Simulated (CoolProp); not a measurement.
1-butene along the isotherm 76.05 °C: fugacity coefficient from the reference equation and from simpler models built on Tc = 146.1 °C, pc = 4006 kPa, ω = 0.192; each cubic takes its own stable root.

Computed with CoolProp (reference Helmholtz-energy equation of state, Lemmon 2005). It is a short technical equation, of lower accuracy than the large ones.

```json
[
 {"p (kPa)": "31.7", "phase": "gas", "reference": "0.9950"},
 {"p (kPa)": "56.3", "phase": "gas", "reference": "0.9912"},
 {"p (kPa)": "100", "phase": "gas", "reference": "0.9843"},
 {"p (kPa)": "178", "phase": "gas", "reference": "0.9721"},
 {"p (kPa)": "317", "phase": "gas", "reference": "0.9504"},
 {"p (kPa)": "563", "phase": "gas", "reference": "0.9120"},
 {"p (kPa)": "1000", "phase": "gas", "reference": "0.8435"},
 {"p (kPa)": "1780", "phase": "liquid", "reference": "0.5237"},
 {"p (kPa)": "3170", "phase": "liquid", "reference": "0.3096"},
 {"p (kPa)": "5630", "phase": "liquid", "reference": "0.1907"},
 {"p (kPa)": "10000", "phase": "liquid", "reference": "0.1256"}
]
```

How far does each simpler model (van der Waals, Redlich-Kwong, Soave-Redlich-Kwong) lie from the reference over these 11 states: mean and median of the absolute difference, and the worst?


- van der Waals: mean 24.9 %, median 2.6 %, worst +82.6 % at 76.05 °C and 10000 kPa
- Redlich-Kwong: mean 7.0 %, median 0.9 %, worst +20.9 % at 76.05 °C and 10000 kPa
- Soave-Redlich-Kwong: mean 1.6 %, median 0.5 %, worst +5.6 % at 76.05 °C and 10000 kPa

At some of these states van der Waals gives the other phase, because its saturation line lies elsewhere.
